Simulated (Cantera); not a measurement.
MgCO₃ + SO₃ + CO₂ (roasting and sulfation)

A closed system holds: 1 mol MgCO₃, 1.5 mol SO₃, 0.19 mol CO₂, at 0.880 bar.

These are equilibrium values from Cantera (NASA tables, ideal gas, pure condensed phases), not measurements of a reactor. Candidate condensed phases: C, Mg, MgCO₃, MgO, MgS, MgSO₄, S; 26 gas species. Mutual solubility and eutectic melting of coexisting phases are not modelled. Rates play no part.

| T (K) | x CO₂ | x SO₂ | x O₂ | x SO₃ | x CO | n MgSO₄(s) | n MgO(s) |
|---|---|---|---|---|---|---|---|
| 1075 | 0.629 | 0.213 | 0.106 | 0.0518 | 1.34e-9 | 1.00 | 0 |
| 1125 | 0.624 | 0.227 | 0.114 | 0.0353 | 5.24e-9 | 1.00 | 0 |
| 1175 | 0.621 | 0.237 | 0.118 | 0.0241 | 1.84e-8 | 1.00 | 0 |
| 1225 | 0.619 | 0.243 | 0.122 | 0.0168 | 5.87e-8 | 1.00 | 0 |
| 1275 | 0.617 | 0.247 | 0.124 | 0.0119 | 1.72e-7 | 1.00 | 0 |
| 1325 | 0.356 | 0.417 | 0.209 | 0.0184 | 2.08e-7 | 0.0446 | 0.955 |
| 1375 | 0.348 | 0.425 | 0.213 | 0.0138 | 5.09e-7 | 0 | 1.00 |
| 1425 | 0.348 | 0.428 | 0.214 | 0.0104 | 1.20e-6 | 0 | 1.00 |
| 1475 | 0.347 | 0.430 | 0.215 | 0.00795 | 2.67e-6 | 0 | 1.00 |
| 1525 | 0.347 | 0.431 | 0.216 | 0.00619 | 5.64e-6 | 0 | 1.00 |
| 1575 | 0.347 | 0.432 | 0.216 | 0.00489 | 1.13e-5 | 0 | 1.00 |
| 1625 | 0.347 | 0.433 | 0.216 | 0.00393 | 2.19e-5 | 0 | 1.00 |
x: gas mole fraction; n: condensed amount in mol.

From 1075 K to 1275 K the condensed part is MgSO₄(s). At 1325 K the condensed part is MgO(s) + MgSO₄(s). From 1375 K to 1625 K the condensed part is MgO(s).
